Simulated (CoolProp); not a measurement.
Vapour-liquid equilibrium of R143a (1) + dimethyl ether (2) at 16.95 °C; x and y are mole fractions of (1).

The numbers come from the multi-fluid Helmholtz-energy mixture model, Lemmon and Jacobsen 2000 and Wu 2011; pair parameters Bell 2016 in CoolProp.

Q: Give the bubble pressure and the first vapour's composition at x = 0.15, 0.65, 0.95. Is there an azeotrope?

A: x = 0.15: 0.5589 MPa, y = 0.274; x = 0.65: 0.8348 MPa, y = 0.771; x = 0.95: 0.9908 MPa, y = 0.969. No azeotrope shows between x = 0.05 and 0.95.

The pair parameters rest on a limited set of measurements; away from them the model extrapolates.
